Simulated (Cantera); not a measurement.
A Cantera script and what it prints.

```python
import numpy as np
import cantera as ct

gas_names = """
    N NO NO2 NO3 N2 N2O O O2 O3 Si SiN SiO SiO2 Si2 Si2N Si3
""".split()
cond_names = """
    Si(cr) Si(L) SiO2(Lqz) SiO2(hqz) SiO2(L) Si2N2O(s) Si3N4(a)
""".split()


# ... load() reads the species with a 1 bar reference pressure and builds the phases ...
atoms = {
    'Si': {'Si': 1},
    'O2': {'O': 2},
    'N2': {'N': 2},
}
top_T = {'Si2N2O(s)': 2100, 'Si3N4(a)': 2400}  # K; cautious upper limits of use, not melting points


# ... equilibrate(T, P, feed) seeds the gas with the atoms and calls Mixture.equilibrate('TP', solver="vcs", rtol=1e-11, max_steps=5000) ...
results = []
feed = {'Si': 1, 'O2': 0.012, 'N2': 360}  # mol
T = 1450  # K
P = 54  # Pa
mix = equilibrate(T, P, feed)
results.append((T, P, feed, dict(zip(mix.species_names, mix.species_moles))))
x = sorted(zip(gas.X, gas.species_names), reverse=True)
print(f"T = {T:g} K  P = {P:g} Pa  gas = {mix.phase_moles(0):.4g} mol")
print("   x: " + "  ".join(f"{s} {v:.3e}" for v, s in x if v > 0.001))
print("   condensed (mol): " + ("  ".join(f"{mix.phase(i).name} {mix.phase_moles(i):.4g}"
      for i in range(1, mix.n_phases) if mix.phase_moles(i) > 1e-12) or "none"))
```

It prints:

```
T = 1450 K  P = 54 Pa  gas = 359.4 mol
   x: N2 9.999e-01
   condensed (mol): Si3N4(a) 0.3253
```

Equilibrium computed with Cantera from the NASA thermochemical tables; the gas is ideal and each condensed phase is pure. N2 is the only nitrogen source here; it is nearly inert below about 1500 K, so the nitride shown seldom forms there in practice.
